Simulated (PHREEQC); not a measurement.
Model water analysis in mg/kgw, 25 °C, pH 2.68, pe 10.9:

```json
[
 {"constituent": "Na", "mg/kgw": "12.4"},
 {"constituent": "K", "mg/kgw": "6.41"},
 {"constituent": "Ca", "mg/kgw": "150"},
 {"constituent": "Mg", "mg/kgw": "11.5"},
 {"constituent": "Cl", "mg/kgw": "46.3"},
 {"constituent": "S(6) as SO4", "mg/kgw": "586"},
 {"constituent": "N(5) as NO3", "mg/kgw": "0.945"},
 {"constituent": "Li", "mg/kgw": "0.0236"},
 {"constituent": "Cu(2)", "mg/kgw": "0.621"},
 {"constituent": "Fe(3)", "mg/kgw": "2.76"},
 {"constituent": "Cd", "mg/kgw": "9.11"}
]
```

Valence states are taken as typed.

The numbers come from PHREEQC with the ion-association model, wateq4f.dat.

This is a speciation only: nothing precipitates in the calculation.

### Question
What ionic strength, charge-balance error does the model give?

### Answer
ionic strength 0.0178 mol/kgw; charge-balance error -5.4 %.

### Question
In which forms is Ca present?

### Answer
Ca+2 76 %, CaSO4 24 % of the Ca.

The solution is supersaturated, for example in Hematite (slow to form), Goethite (slow to form), so a real one may precipitate; this is no full list. Species that the database lacks are ignored.
